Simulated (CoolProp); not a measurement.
Vapour-liquid equilibrium of R125 (1) + ethanol (2) at 19.35 °C; x and y are mole fractions of (1).

Computed with CoolProp (multi-fluid Helmholtz-energy mixture model, Lemmon 2005 and Schroeder 2014; pair parameters Bell 2016).

Question: Give the bubble pressure and the first vapour's composition at x = 0.45, 0.75, 0.85. Is there an azeotrope?

Answer: x = 0.45: 7.852 bar, y = 0.993; x = 0.75: 9.498 bar, y = 0.995; x = 0.85: 10.16 bar, y = 0.996. No azeotrope shows between x = 0.05 and 0.95.

Pair parameters are fitted to limited data, so mixtures are less certain than the pure fluids. The gap from Raoult's law changes sign with composition, which may be real or a fault of the pair parameters; it wasn't checked against measurements. With so large a gap from Raoult's law the liquid may split in two, which this calculation doesn't test in full.
